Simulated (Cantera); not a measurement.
Hydrocarbon pyrolysis for carbon deposition

An isothermal, constant-pressure homogeneous reactor starts with 23.3 % CH4, 76.7 % H2, at 1650 K and 97.5 Torr.

Computed with Cantera and GRI-Mech 3.0 (53 species, 325 reactions). GRI-Mech 3.0 stops at C3 and has no aromatics, soot or wall deposition, so with more carbon than oxygen in the feed, carbon stays in small species such as C2H2 where larger ones or solid carbon would form.

```tsv
t (s)	x CH4	x H2	x C2H4	x C2H2	x H
0.000200	0.232	0.767	2.89e-7	9.65e-10	1.65e-5
0.000717	0.232	0.767	1.33e-5	2.83e-7	5.51e-5
0.00257	0.230	0.768	0.000383	6.72e-5	0.000131
0.00921	0.222	0.773	0.00159	0.00220	0.000150
0.0330	0.196	0.788	0.00155	0.0129	0.000156
0.118	0.136	0.824	0.00104	0.0379	0.000173
0.424	0.0608	0.869	0.000730	0.0689	0.000203
1.52	0.0187	0.894	0.000738	0.0860	0.000230
5.45	0.00741	0.901	0.000766	0.0906	0.000240
19.5	0.00655	0.901	0.000769	0.0910	0.000241
70.0	0.00655	0.901	0.000769	0.0910	0.000241
```
x: mole fraction; the columns are a selection and need not sum to one.

Equilibrium at this temperature and pressure: CH4 0.00655, H2 0.901, C2H4 0.000769, C2H2 0.0910, H 0.000241 (gas phase only).
